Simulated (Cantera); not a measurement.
An isothermal, constant-pressure homogeneous reactor starts with NH3 : H2 = 1 : 12 (molar parts), at 2075 K and 0.987 atm.

Computed with Cantera and the gas-phase N/H chemistry of the illustrative SiF4/NH3 mechanism in the Surface Chemkin manual (1991). Walls and surfaces, which speed up NH3 decomposition in real reactors, are not modelled.

x: mole fraction; the columns are a selection and need not sum to one.

```json
[
 {"t (s)": "0.000200", "x NH3": "0.0767", "x H2": "0.923", "x N2H2": "6.06e-8", "x NH2": "0.000150", "x N2": "1.13e-5", "x NH": "2.88e-6"},
 {"t (s)": "0.000843", "x NH3": "0.0752", "x H2": "0.923", "x N2H2": "3.67e-7", "x NH2": "0.000294", "x N2": "0.000646", "x NH": "1.13e-5"},
 {"t (s)": "0.00356", "x NH3": "0.0674", "x H2": "0.927", "x N2H2": "3.30e-7", "x NH2": "0.000275", "x N2": "0.00426", "x NH": "1.11e-5"},
 {"t (s)": "0.0150", "x NH3": "0.0434", "x H2": "0.939", "x N2H2": "1.93e-7", "x NH2": "0.000202", "x N2": "0.0154", "x NH": "9.27e-6"},
 {"t (s)": "0.0632", "x NH3": "…", "x H2": "0.957", "x N2H2": "…", "x NH2": "…", "x N2": "…", "x NH": "…"},
 {"t (s)": "0.267", "x NH3": "0.00106", "x H2": "0.961", "x N2H2": "5.15e-10", "x NH2": "8.62e-6", "x N2": "0.0352", "x NH": "6.98e-7"},
 {"t (s)": "1.12", "x NH3": "…", "x H2": "0.962", "x N2H2": "1.95e-11", "x NH2": "…", "x N2": "0.0356", "x NH": "…"},
 {"t (s)": "4.74", "x NH3": "4.64e-5", "x H2": "0.962", "x N2H2": "1.15e-12", "x NH2": "3.78e-7", "x N2": "0.0356", "x NH": "3.09e-8"},
 {"t (s)": "20.0", "x NH3": "1.12e-5", "x H2": "0.962", "x N2H2": "<1e-12", "x NH2": "9.11e-8", "x N2": "0.0357", "x NH": "7.43e-9"}
]
```

Task: Some entries are withheld; supply them.

Result: 
- 0.0632, x NH3: 0.00966
- 0.0632, x N2H2: 2.61e-8
- 0.0632, x NH2: 6.54e-5
- 0.0632, x N2: 0.0312
- 0.0632, x NH: 4.41e-6
- 1.12, x NH3: 0.000204
- 1.12, x NH2: 1.67e-6
- 1.12, x NH: 1.36e-7
